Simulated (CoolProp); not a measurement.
Nitrous oxide along the isobar 96.7 bar: density (kg/m³) from the reference equation and from simpler models built on Tc = 309.5 K, pc = 72.45 bar, ω = 0.161; each cubic takes its own stable root.

Values from CoolProp's reference Helmholtz-energy equation of state, Lemmon 2006. It is a short technical equation, of lower accuracy than the large ones.

```tsv
T (K)	phase	reference	van der Waals	Soave-Redlich-Kwong	Peng-Robinson
202.9	liquid	1191	759.5	1112	1255
217.7	liquid	1147	735.9	1070	1208
232.5	liquid	1100	710.4	1023	1156
247.3	liquid	1050	682.7	970.4	1096
262	liquid	995.2	652.1	911.0	1029
276.8	liquid	932.8	617.0	841.2	948.0
291.6	liquid	858.1	575.7	756.2	848.6
306.4	liquid	756.8	523.8	643.2	715.0
321.1	supercritical	542.2	449.7	457.1	493.4
```
